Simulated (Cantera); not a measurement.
Input: 1 mol BF3, 9 mol H2O, 1.6 mol H2, held at 2200 K and 0.133 bar.

Method: chemical equilibrium by Gibbs-energy minimisation in Cantera with the NASA 1993 tables (ideal gas, pure condensed phases). Candidate condensed phases: B, B2O3, B3O3H3, H2O; 43 gas species. Rates play no part.

Base state: H2O 0.584, HF 0.202, H2 0.126, HBO2 0.0427, BOF 0.0349, H 0.00547, OH 0.00354, B2O3 0.000435 (mole fractions); condensed: gas only.

Task: What changes in the equilibrium state with this change: H2O from 9 to 3.2 mol?

Result: 
| species | before | after |
|---|---|---|
| HF | 0.202 | 0.333 |
| H2O | 0.584 | 0.282 |
| H2 | 0.126 | 0.231 |
| BOF | 0.0349 | 0.106 |
| HBO2 | 0.0427 | 0.0380 |
| BF3 | 7.83e-6 | 0.000134 |
| O2 | 0.000210 | 1.46e-5 |
The tables' values for BF2 are old estimates; treat these amounts as uncertain.

Task: What changes in the equilibrium state with this change: H2 from 1.6 to 3.9 mol?

Result: 
```tsv
species	before	after
H2O	0.584	0.495
H2	0.126	0.258
HF	0.202	0.171
BOF	0.0349	0.0295
HBO2	0.0427	0.0361
O2	0.000210	3.61e-5
O	0.000107	4.45e-5
```
